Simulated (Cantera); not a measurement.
A closed system holds: 1 mol C2F6, 0.14 mol HCl, equilibrated at 750 Torr.

Equilibrium computed with Cantera from the NASA thermochemical tables; the gas is ideal and each condensed phase is pure. Candidate condensed phases: C, C6H6, C7H8, C8H18; 118 gas species. The feed counts by its element totals alone. The tables' values for C2F4 are old estimates; treat these amounts as uncertain. Gases not in the tables: C2F6 and larger saturated fluorocarbons. Kinetics and transport are ignored.

x: gas mole fraction; n: condensed amount in mol.

```
T (°C)  x CF4    x HF      x Cl    x HCl    x Cl2     x CF2  x CClF3  n C(graphite)
------  -----  ------  --------  -------  -------  --------  -------  -------------
927     0.875  0.0598  0.000655   0.0247   0.0192   1.45e-7   0.0198          0.516
1002    0.873  0.0641   0.00143   0.0203   0.0209   7.58e-7   0.0199          0.518
1077    0.871  0.0676   0.00283   0.0167   0.0220   3.29e-6   0.0198          0.519
1152    0.868  0.0703   0.00515   0.0137   0.0225   1.22e-5   0.0195          0.521
1227    0.866  0.0726   0.00869   0.0113   0.0221   3.98e-5   0.0189          0.522
1302    0.863  0.0743    0.0137  0.00925   0.0210  0.000115   0.0180          0.523
1377    0.860  0.0757       ___      ___      ___       ___   0.0168          0.524
1452    0.856  0.0768    0.0281  0.00602   0.0165  0.000728   0.0153          0.525
1527    0.851  0.0776    0.0367  0.00475   0.0135   0.00162   0.0136          0.526
1602    0.846  0.0782    0.0452  0.00367   0.0104   0.00339   0.0118          0.525
1677    0.839  0.0785    0.0530  0.00279  0.00763   0.00668  0.00989          0.523
1752    0.829  0.0785    0.0594      ___      ___       ___      ___          0.519
1827    0.816  0.0783    0.0641  0.00155  0.00364    0.0221  0.00657          0.511
```

**Question.** Complete the blanks.

**Answer.** 
- 1752, x HCl: 0.00209
- 1752, x Cl2: 0.00536
- 1752, x CF2: 0.0125
- 1752, x CClF3: 0.00813
- 1377, x Cl: 0.0202
- 1377, x HCl: 0.00751
- 1377, x Cl2: 0.0191
- 1377, x CF2: 0.000302
